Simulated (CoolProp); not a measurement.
The numbers come from the reference Helmholtz-energy equation of state, Gao 2022 in CoolProp.

Question: Give the vapour pressure (kPa), liquid density (kg/m³), vapour density (kg/m³), enthalpy of vaporisation (kJ/kg) of saturated n-perfluorohexane at 114.75 °C.

Answer: 
```tsv
T (°C)	p (kPa)	liquid density (kg/m³)	vapour density (kg/m³)	enthalpy of vaporisation (kJ/kg)
114.75	508	1360	67.1	64.9
```
